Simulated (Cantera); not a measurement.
A freely propagating, adiabatic, planar premixed flame of C2H4 : O2 : N2 : H2O = 1 : 2.31 : 8.68 : 1.1 (molar parts), unburnt at 500 K and 100.0 Torr; multicomponent+Soret transport, grid criteria slope 0.08 and curve 0.16, no radiation.

Model: GRI-Mech 3.0 (53 species, 325 reactions), integrated in Cantera. GRI-Mech 3.0 was tuned for natural gas; its chemistry of ethylene as a main component is partial and can be far from experiment. Burning velocities carry a grid error of a few per cent, more on coarse grids.

x: mole fraction of selected species; z is measured from the peak of heat release.

```tsv
z (mm)	T (K)	u (m/s)	x C2H4	x O2	x H2O	x OH	x CH2CO	x HCN
-5.42	500	1.99	0.0764	0.176	0.0840	<1e-8	<1e-8	<1e-8
-3.61	500	1.99	0.0763	0.176	0.0840	<1e-8	<1e-8	<1e-8
-2.71	501	2.00	0.0762	0.176	0.0839	3.87e-8	…	<1e-8
-1.81	513	2.05	0.0758	0.175	0.0841	2.27e-6	…	<1e-8
-0.903	782	3.19	0.0655	0.154	0.0980	0.000230	…	2.44e-7
-0.452	1194	4.99	0.0416	0.114	0.124	0.000865	…	1.27e-6
0	1586	6.80	0.0140	0.0690	0.150	0.00216	…	4.27e-6
0.452	1833	7.95	0.00196	0.0375	0.167	0.00459	…	8.47e-6
0.903	1932	8.40	0.000121	0.0210	0.174	0.00704	…	8.72e-6
1.81	1969	8.53	1.70e-7	0.0106	0.174	0.00891	…	3.68e-6
3.61	1987	8.56	<1e-8	0.00753	0.169	0.00911	<1e-8	5.08e-7
7.23	2002	8.61	<1e-8	0.00675	0.168	0.00901	<1e-8	1.84e-8
14.5	2024	8.69	<1e-8	0.00622	0.169	0.00883	<1e-8	<1e-8
```

Question: What belongs in the gaps?

Answer: 
- -2.71, x CH2CO: 1.01e-7
- -1.81, x CH2CO: 4.20e-6
- -0.903, x CH2CO: 0.000473
- -0.452, x CH2CO: 0.00241
- 0, x CH2CO: 0.00264
- 0.452, x CH2CO: 0.000821
- 0.903, x CH2CO: 0.000117
- 1.81, x CH2CO: 8.71e-7
